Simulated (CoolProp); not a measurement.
Vapour-liquid equilibrium of CHF3 (R23) (1) + CH2F2 (R32) (2) at 258.9 K; x and y are mole fractions of (1).

The numbers come from the multi-fluid Helmholtz-energy mixture model, Penoncello 2003 and Tillner-Roth 1997; pair parameters Bell 2016 in CoolProp.

```tsv
x	bubble pressure, mixture model (MPa)	bubble pressure, Raoult's law (MPa)	y, mixture model	y, Raoult's law
0.05	0.5559	0.5596	0.131	0.149
0.2	0.7214	0.7339	0.412	0.453
0.35	…	0.9082	…	0.641
0.5	…	1.082	0.725	0.768
0.65	1.233	1.257	…	0.860
0.8	1.411	1.431	0.906	0.930
0.95	1.598	1.605	…	0.984
```

Question: Fill in the missing entries.

Answer: 
- 0.35, bubble pressure, mixture model (MPa): 0.8895
- 0.35, y, mixture model: 0.595
- 0.5, bubble pressure, mixture model (MPa): 1.060
- 0.65, y, mixture model: 0.824
- 0.95, y, mixture model: 0.977

The largest gap from Raoult's law is -2.0 % in bubble pressure, at x = 0.5. No azeotrope shows between x = 0.05 and 0.95.

Pair parameters are fitted to limited data, so mixtures are less certain than the pure fluids.
